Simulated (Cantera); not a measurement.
A perfectly stirred reactor is fed with NH₃ : N₂ = 1 : 6.4 (molar parts), at 10.00 Torr; it is held at 2025 K, and followed from long to short residence time.

Cantera simulation using the gas-phase N/H chemistry of the illustrative SiF4/NH3 mechanism in the Surface Chemkin manual (1991); the numbers are that mechanism's predictions, not measurements. Walls and surfaces, which speed up NH3 decomposition in real reactors, are not modelled.

Question: What does this change do: N2 6.4 to 24 parts?

Answer: 
```tsv
quantity	before	after
x(NH₃) at τ = 0.970 s	0.0637	0.0190
x(H) at τ = 0.970 s	0.000175	8.92e-5
x(N₂H₂) at τ = 0.970 s	8.58e-7	2.49e-7
x(NH) at τ = 0.970 s	1.63e-5	1.08e-5
x(N₂H₄) at τ = 0.970 s	5.94e-10	1.30e-10
x(NH₃) at τ = 13.0 ms	0.134	0.0397
x(H) at τ = 13.0 ms	3.26e-6	1.35e-6
x(N₂H₂) at τ = 13.0 ms	7.42e-7	8.48e-8
x(NH) at τ = 13.0 ms	4.87e-6	1.73e-6
x(N₂H₄) at τ = 13.0 ms	1.44e-9	1.68e-10
```
